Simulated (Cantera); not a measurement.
Input: 1 mol ZrO2, 71 mol H2, 0.14 mol H2O, held at 2075 K and 1 atm.

Method: chemical equilibrium by Gibbs-energy minimisation in Cantera with the NASA 1993 tables (ideal gas, pure condensed phases). Candidate condensed phases: H2O, Zr, ZrO2; 12 gas species. Equilibrium is a limit: real reactors are often held back by kinetics, nucleation or transport.

Base state: H2 0.995, H 0.00264, H2O 0.00196 (mole fractions); condensed: ZrO2(tetragonal).

Q: What changes in the equilibrium state with this change: pressure from 1 atm to 2.90 mbar?

A: 
```csv
species,before,after
H2,0.995,0.950
H,0.00264,0.0482
H2O,0.00196,0.00191
OH,5.95e-7,1.11e-5
"ZrO2(tetragonal), mol",1.00,1.000
```

Q: What changes in the equilibrium state with this change: ZrO2 replaced by Fe3O4?

A: 
```tsv
species	before	after
H2	0.995	0.939
H2O	0.00196	0.0580
H	0.00264	0.00256
Fe	0	0.000809
OH	5.95e-7	1.81e-5
ZrO2(tetragonal), mol	1.00	0
Fe(l), mol	0	2.94
```
Further candidate phases: Fe, FeO, Fe(OH)2, Fe(OH)3, Fe2O3, Fe3O4.
